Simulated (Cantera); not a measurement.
**Moist CO burnout**

An isothermal, constant-pressure homogeneous reactor starts with CO : O2 : H2O : N2 = 0.005 : 0.011 : 0.041 : 1 (molar parts), equivalence ratio 0.23, at 1150 K and 1580 Torr.

Computed with Cantera and GRI-Mech 3.0 (53 species, 325 reactions).

| t (s) | x CO | x O2 | x H2O | x H | x N2O |
|---|---|---|---|---|---|
| 1.00e-6 | 0.00473 | 0.0104 | 0.0388 | <1e-12 | <1e-12 |
| 6.77e-6 | 0.00473 | 0.0104 | 0.0388 | <1e-12 | <1e-12 |
| 4.59e-5 | 0.00473 | 0.0104 | 0.0388 | 7.80e-12 | <1e-12 |
| 0.000311 | 0.00473 | 0.0104 | 0.0388 | 2.52e-10 | <1e-12 |
| 0.00210 | 0.00472 | 0.0104 | 0.0388 | 5.53e-7 | 4.88e-10 |
| 0.0143 | 0.00122 | 0.00868 | 0.0388 | 2.13e-6 | 1.54e-7 |
| 0.0965 | 6.96e-5 | 0.00810 | 0.0389 | 3.16e-8 | 2.29e-7 |
| 0.654 | 4.85e-7 | 0.00806 | 0.0389 | 8.11e-11 | 2.12e-7 |
| 4.43 | 2.25e-10 | 0.00806 | 0.0389 | 2.40e-12 | 8.61e-8 |
| 30.0 | 1.87e-10 | 0.00806 | 0.0389 | 1.86e-12 | 3.42e-9 |
x: mole fraction; the columns are a selection and need not sum to one.

Equilibrium at this temperature and pressure: CO 1.88e-10, O2 0.00805, H2O 0.0389, H 1.86e-12, N2O 3.26e-9 (gas phase only).
